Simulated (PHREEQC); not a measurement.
Copper plating or etch bath: an equilibrium model

Make-up at 64 °C: 3.6 mmol/kgw CuSO4 and 3.6 mmol/kgw HCl. Closed to the air; pH follows from the charge balance.

Model: ion-association model, phreeqc.dat, run in PHREEQC.

| Quantity | Value |
|---|---|
| pH | 2.62 |
| ionic strength | 0.0136 mol/kgw |
| specific conductance | 3460 µS/cm |
| total alkalinity | -3.60 meq/kg |

```csv
species,molality,activity,log γ
Cl-,0.00351,0.00308,-0.056
Cu+2,0.00291,0.00180,-0.208
H+,0.00270,0.00242,-0.048
SO4-2,0.00211,0.00128,-0.216
HSO4-,0.000898,0.000791,-0.055
CuSO4,0.000596,0.000598,0.001
CuCl+,9.20e-5,8.09e-5,-0.056
CuCl2,1.94e-7,1.95e-7,0.001
CuOH+,8.46e-9,7.44e-9,-0.056
```

This is a speciation only: nothing precipitates in the calculation. Complexes and solids missing from the database can't appear. At this temperature some constants are extrapolated from 25 °C, and those without enthalpy data are left unchanged.
